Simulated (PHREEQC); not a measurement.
A solution holds 10 mmol/kgw CuSO4, 7.7 mmol/kgw H2SO4 and 9.8 mmol/kgw H3BO3, at 25 °C. Closed to the air; pH follows from the charge balance.

Model: ion-association model, wateq4f.dat, run in PHREEQC.

* **pH**: 2.04
* **ionic strength**: 0.0403 mol/kgw
* **total alkalinity**: -15.4 meq/kg

```json
[
 {"species": "H+", "molality": "0.0105", "activity": "0.00904", "log γ": "-0.064"},
 {"species": "H3BO3", "molality": "0.00980", "activity": "0.00989", "log γ": "0.004"},
 {"species": "SO4-2", "molality": "0.00953", "activity": "0.00467", "log γ": "-0.309"},
 {"species": "Cu+2", "molality": "0.00675", "activity": "0.00344", "log γ": "-0.293"},
 {"species": "HSO4-", "molality": "0.00492", "activity": "0.00411", "log γ": "-0.079"},
 {"species": "CuSO4", "molality": "0.00325", "activity": "0.00328", "log γ": "0.004"},
 {"species": "CuOH+", "molality": "4.58e-9", "activity": "3.80e-9", "log γ": "-0.081"}
]
```

This is a speciation only: nothing precipitates in the calculation.
